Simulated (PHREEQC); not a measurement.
Consider water at 25 °C with 0.0069 mol/kgw KCl and 0.24 mol/kgw TMAH. Closed to the air; pH follows from the charge balance.

Equilibrium calculation in PHREEQC: ion-association model, phreeqc.dat.

```json
{
 "pH": "13.22",
 "ionic_strength": "0.247 mol/kgw",
 "activity_of_water": "0.992",
 "total_alkalinity": "240 meq/kg"
}
```

```json
[
 {"species": "OH-", "molality": "0.240", "activity": "0.166", "log γ": "-0.161"},
 {"species": "(CH3)4N+", "molality": "0.240", "activity": "0.169", "log γ": "-0.153"},
 {"species": "Cl-", "molality": "0.00690", "activity": "0.00483", "log γ": "-0.155"},
 {"species": "K+", "molality": "0.00690", "activity": "0.00480", "log γ": "-0.158"}
]
```

No solid was allowed to form. (CH3)4N+ isn't in the database: it is added as a free cation with an ion size of 4 Å.
